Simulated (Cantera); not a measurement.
# Low-pressure radical oxidation in H2/O2

A perfectly stirred reactor is fed with 6.28 % H₂, 93.7 % O₂, at 0.0132 atm; it is held at 1025 K, and followed from long to short residence time.

Cantera simulation using GRI-Mech 3.0 (53 species, 325 reactions); the numbers are that mechanism's predictions, not measurements. Radical loss at walls, strong at low pressure, is not modelled. The temperature is held fixed by assumption; the heat of reaction is taken as removed at once.

```json
[
 {"τ (s)": "4.3", "x H₂": "0.000191", "x O₂": "0.934", "x H₂O₂": "9.98e-8", "x OH": "0.000312", "x O": "0.000630", "x H₂O": "0.0644", "x HO₂": "2.08e-6"},
 {"τ (s)": "1.6", "x H₂": "0.000340", "x O₂": "0.934", "x H₂O₂": "1.18e-7", "x OH": "0.000444", "x O": "0.00118", "x H₂O": "0.0641", "x HO₂": "2.93e-6"},
 {"τ (s)": "0.57", "x H₂": "0.000614", "x O₂": "0.933", "x H₂O₂": "1.38e-7", "x OH": "0.000648", "x O": "0.00220", "x H₂O": "0.0636", "x HO₂": "3.98e-6"},
 {"τ (s)": "0.21", "x H₂": "0.00108", "x O₂": "0.931", "x H₂O₂": "1.59e-7", "x OH": "0.000941", "x O": "0.00393", "x H₂O": "0.0626", "x HO₂": "5.09e-6"},
 {"τ (s)": "0.074", "x H₂": "0.00197", "x O₂": "0.927", "x H₂O₂": "1.83e-7", "x OH": "0.00139", "x O": "0.00682", "x H₂O": "0.0607", "x HO₂": "6.21e-6"},
 {"τ (s)": "0.027", "x H₂": "0.00354", "x O₂": "0.922", "x H₂O₂": "2.09e-7", "x OH": "0.00198", "x O": "0.0107", "x H₂O": "0.0572", "x HO₂": "7.06e-6"},
 {"τ (s)": "0.0097", "x H₂": "0.00658", "x O₂": "0.916", "x H₂O₂": "2.41e-7", "x OH": "0.00271", "x O": "0.0146", "x H₂O": "0.0511", "x HO₂": "7.51e-6"}
]
```
x: mole fraction; the columns are a selection and need not sum to one.
